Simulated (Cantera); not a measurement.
A freely propagating, adiabatic, planar premixed flame of CH₄ : O₂ : N₂ : H₂O = 1 : 1.43 : 5.37 : 0.066 (molar parts), unburnt at 675 K and 101000 Pa; mixture-averaged transport, grid criteria slope 0.08 and curve 0.16, no radiation.

Detailed kinetics in Cantera: GRI-Mech 3.0 (53 species, 325 reactions). Burning velocities carry a grid error of a few per cent, more on coarse grids.

Q: Predict: laminar burning velocity; thermal thickness; peak x(C₂H₂); peak x(CH₂).

A: 
```json
{
  "laminar_burning_velocity": "97.9 cm/s",
  "thermal_thickness": "0.435 mm",
  "peak x(C₂H₂)": "0.00169",
  "peak x(CH₂)": "0.000101"
}
```
